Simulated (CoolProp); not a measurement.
Methane at 293.15 K and 1.79 MPa is compressed adiabatically to 11 MPa with isentropic efficiency 0.9. Each further row changes one setting.

The numbers come from the reference Helmholtz-energy equation of state, Setzmann 1991 in CoolProp.

```
case             work (kJ/kg)  final temperature (K)  final density (kg/m³)
---------------  ------------  ---------------------  ---------------------
as stated                 ___                  454.8                   46.9
efficiency 1              334                    ___                   48.5
efficiency 0.65           ___                  502.2                   41.9
```

### Question
Complete the blanks.

### Answer

- as stated, work (kJ/kg): 371
- efficiency 1, final temperature (K): 442.2
- efficiency 0.65, work (kJ/kg): 513
